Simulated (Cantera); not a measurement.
## Ignition delay

Mixture: C3H8 : O2 : N2 : H2O = 1 : 3.57 : 10.4 : 0.69 (molar parts), equivalence ratio 1.4, at 25.7 atm, adiabatic and at constant volume. Ignition delay is the time to a rise of 400 K.

Detailed kinetics in Cantera: GRI-Mech 3.0 (53 species, 325 reactions). GRI-Mech 3.0 was tuned for natural gas; its chemistry of propane as a main component is partial and can be far from experiment. The pressure lies above the range GRI-Mech 3.0 was tuned for (to about 10 atm).

```
T0 (K)  delay (ms)
------  ----------
1200         0.661
1275         0.196
1350        0.0630
1425        0.0226
1500       0.00922
1575       0.00428
1650       0.00224
1725       0.00130
```

| Quantity | Value |
|---|---|
| apparent activation energy between 1575 and 1725 K | 180 kJ/mol |
